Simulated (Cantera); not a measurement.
What does this Cantera script print?

```python
import numpy as np
import cantera as ct

surf = ct.Interface("ptcombust.yaml", "Pt_surf")
gas = surf.adjacent["gas"]
gas.TPX = 648, 500000, {'H2': 0.016, 'O2': 0.077, 'N2': 0.79}
surf.TP = 648, 500000
reactor = ct.FlowReactor(gas, clone=False)
reactor.area = 0.0001  # m2
reactor.surface_area_to_volume_ratio = 510  # 1/m
reactor.mass_flow_rate = 4.2 * reactor.area * gas.density  # inlet velocity 4.2 m/s
reactor.energy_enabled = False
wall = ct.ReactorSurface(surf, reactor, clone=False)
net = ct.ReactorNet([reactor])
net.rtol, net.atol = 1e-8, 1e-16
show, cover = ['H2', 'O2', 'H2O'], ['PT(S)', 'H(S)', 'O(S)', 'OH(S)', 'CO(S)', 'C(S)']

rows = []
print(f"{'z/m':>9s}{'u/(m/s)':>9s}" + "".join(f"{s:>13s}" for s in show + cover))
for z in [3.4e-05, 7.3e-05, 0.00016, 0.00034, 0.00073, 0.0016, 0.0034]:
    net.advance(z)
    rows.append([reactor.speed, *gas[show].X, *surf[cover].coverages])
    print(f"{z:9.4g}{rows[-1][0]:9.3g}" + "".join(f"{x:13.4e}" for x in rows[-1][1:]))
```

Output:

```
      z/m  u/(m/s)           H2           O2          H2O        PT(S)         H(S)         O(S)        OH(S)        CO(S)         C(S)
  3.4e-05      4.2   1.7341e-02   8.6844e-02   7.8633e-04   3.4282e-01   1.7613e-06   6.2837e-01   2.8672e-02  -4.7395e-26  -2.0239e-29
  7.3e-05      4.2   1.6522e-02   8.6467e-02   1.6129e-03   3.2805e-01   1.5751e-06   6.4295e-01   2.8845e-02  -4.6023e-24  -1.9008e-27
  0.00016     4.19   1.4936e-02   8.5736e-02   3.2134e-03   2.9908e-01   1.2524e-06   6.7165e-01   2.9082e-02  -1.8643e-25  -4.2699e-29
  0.00034     4.19   1.2433e-02   8.4583e-02   5.7389e-03   2.5236e-01   8.3487e-07   7.1834e-01   2.9096e-02  -5.7340e-25   1.0307e-28
  0.00073     4.18   9.0738e-03   8.3036e-02   9.1289e-03   1.8761e-01   4.2661e-07   7.8412e-01   2.8064e-02  -2.8341e-25  -4.5375e-29
   0.0016     4.17   5.6123e-03   8.1442e-02   1.2622e-02   1.1831e-01   1.5968e-07   8.5661e-01   2.4919e-02   4.9756e-26  -4.2841e-30
   0.0034     4.17   3.1093e-03   8.0289e-02   1.5148e-02   6.6496e-02   4.9876e-08   9.1320e-01   2.0204e-02  -1.7978e-27   2.1835e-30
```

Detailed kinetics in Cantera: Deutschmann's 1995 Pt surface mechanism with GRI-Mech 3.0 gas chemistry. Catalytic surfaces can have several steady states; this one follows from the mechanism file's or the stated starting coverage. Mass transfer to the wall is taken as infinitely fast.
